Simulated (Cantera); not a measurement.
A perfectly stirred reactor is fed with 24.7 % H₂, 15.8 % O₂, 59.5 % N₂, at 5.00 bar; it is adiabatic with a 500 K inlet, and is followed from long to short residence time, starting on the burning branch (τ in s: 0.024, 0.013, 0.0074, 0.0041, 0.0022, 0.0012, 0.00068, 0.00037, 0.0002, 0.00011, 6.2e-05, 3.4e-05, 1.9e-05).

Cantera simulation using the H2/O2 subset of GRI-Mech 3.0, which has no nitrogen chemistry; the numbers are that mechanism's predictions, not measurements. The hydrogen kinetics of GRI-Mech 3.0 are dated; newer H2 mechanisms differ, most at raised pressure.

### Question
Predict: blow-out, bracketed by the residence times tried; x(H₂) at τ = 24.0 ms; x(O₂) at τ = 24.0 ms; x(OH) at τ = 24.0 ms; x(HO₂) at τ = 24.0 ms; x(O) at τ = 24.0 ms; x(H₂) at τ = 0.680 ms; x(O₂) at τ = 0.680 ms; x(OH) at τ = 0.680 ms; x(HO₂) at τ = 0.680 ms; x(O) at τ = 0.680 ms.

### Answer
```
Property                                                                          Result
------------------------------------------------  --------------------------------------
blow-out, bracketed by the residence times tried  burning at 19.0 µs, the shortest tried
x(H₂) at τ = 24.0 ms                                                             0.00143
x(O₂) at τ = 24.0 ms                                                              0.0387
x(OH) at τ = 24.0 ms                                                             0.00555
x(HO₂) at τ = 24.0 ms                                                            5.88e-6
x(O) at τ = 24.0 ms                                                             0.000469
x(H₂) at τ = 0.680 ms                                                            0.00351
x(O₂) at τ = 0.680 ms                                                             0.0390
x(OH) at τ = 0.680 ms                                                            0.00780
x(HO₂) at τ = 0.680 ms                                                           9.54e-6
x(O) at τ = 0.680 ms                                                             0.00101
```
